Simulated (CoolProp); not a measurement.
A simple Rankine cycle with water: condensing at 294.15 K, boiler at 5.86 MPa, turbine inlet 697.2 K, turbine efficiency 0.6, pump efficiency 0.6, no recuperator. Each further row changes one setting.

Model: reference Helmholtz-energy equation of state, Wagner 2002, in CoolProp.

```csv
case,thermal efficiency (%),net work (kJ/kg),heat in (kJ/kg),turbine exit temperature (K),volume ratio over the turbine
as stated,24.3,764,3140,294.1,1040
turbine inlet 717.2 K,24.5,781,3190,294.1,1010
condensing temperature 286.15 K,25.0,?,3180,286.1,1660
boiler pressure 4.1 MPa,23.6,?,?,294.1,722
turbine efficiency 0.5,20.2,?,3140,324.4,1180
```

### Question
Complete the blanks.

### Answer

- condensing temperature 286.15 K, net work (kJ/kg): 795
- boiler pressure 4.1 MPa, net work (kJ/kg): 749
- boiler pressure 4.1 MPa, heat in (kJ/kg): 3170
- turbine efficiency 0.5, net work (kJ/kg): 635

The expansion ends wet for: as stated; turbine inlet 717.2 K; condensing temperature 286.15 K; boiler pressure 4.1 MPa.
